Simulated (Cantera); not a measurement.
**Stirred combustor or abatement burner**

A perfectly stirred reactor is fed with 7.78 % CH4, 1.32 % H2, 21.6 % O2, 69.3 % N2, equivalence ratio 0.75, at 18.0 bar; it is adiabatic with a 300 K inlet, and is followed from long to short residence time, starting on the burning branch (τ in s: 0.075, 0.026, 0.0087, 0.003, 0.001, 0.00035, 0.00012, 4e-05, 1.4e-05, 4.7e-06).

Model: GRI-Mech 3.0 (53 species, 325 reactions), integrated in Cantera. The pressure lies above the range GRI-Mech 3.0 was tuned for (to about 10 atm).

```json
[
 {"τ (s)": "0.075", "T (K)": "2092", "x CH4": "8.74e-7", "x H2": "0.000101", "x O2": "0.0537", "x N2O": "1.04e-6", "x C2H6": "2.35e-12", "x H2O": "0.169", "x H2O2": "4.18e-7"},
 {"τ (s)": "0.026", "T (K)": "2093", "x CH4": "2.47e-6", "x H2": "0.000107", "x O2": "0.0540", "x N2O": "1.06e-6", "x C2H6": "1.85e-11", "x H2O": "0.169", "x H2O2": "4.27e-7"},
 {"τ (s)": "0.0087", "T (K)": "2093", "x CH4": "7.05e-6", "x H2": "0.000125", "x O2": "0.0542", "x N2O": "1.13e-6", "x C2H6": "1.49e-10", "x H2O": "0.169", "x H2O2": "4.49e-7"},
 {"τ (s)": "0.0030", "T (K)": "2090", "x CH4": "1.86e-5", "x H2": "0.000171", "x O2": "0.0544", "x N2O": "1.28e-6", "x C2H6": "1.01e-9", "x H2O": "0.169", "x H2O2": "5.04e-7"},
 {"τ (s)": "0.0010", "T (K)": "2083", "x CH4": "4.69e-5", "x H2": "0.000286", "x O2": "0.0547", "x N2O": "1.60e-6", "x C2H6": "5.91e-9", "x H2O": "0.168", "x H2O2": "6.36e-7"},
 {"τ (s)": "0.00035", "T (K)": "2068", "x CH4": "0.000107", "x H2": "0.000522", "x O2": "0.0555", "x N2O": "2.01e-6", "x C2H6": "2.70e-8", "x H2O": "0.168", "x H2O2": "8.97e-7"},
 {"τ (s)": "0.00012", "T (K)": "2037", "x CH4": "0.000255", "x H2": "0.00101", "x O2": "0.0575", "x N2O": "2.22e-6", "x C2H6": "1.28e-7", "x H2O": "0.166", "x H2O2": "1.40e-6"},
 {"τ (s)": "4.0e-5", "T (K)": "1953", "x CH4": "0.000854", "x H2": "0.00221", "x O2": "0.0637", "x N2O": "1.76e-6", "x C2H6": "1.36e-6", "x H2O": "0.163", "x H2O2": "2.73e-6"},
 {"τ (s)": "1.4e-5", "T (K)": "300", "x CH4": "0.0778", "x H2": "0.0132", "x O2": "0.216", "x N2O": "<1e-12", "x C2H6": "<1e-12", "x H2O": "<1e-12", "x H2O2": "<1e-12"},
 {"τ (s)": "4.7e-6", "T (K)": "300", "x CH4": "0.0778", "x H2": "0.0132", "x O2": "0.216", "x N2O": "<1e-12", "x C2H6": "<1e-12", "x H2O": "<1e-12", "x H2O2": "<1e-12"}
]
```
x: mole fraction; the columns are a selection and need not sum to one.
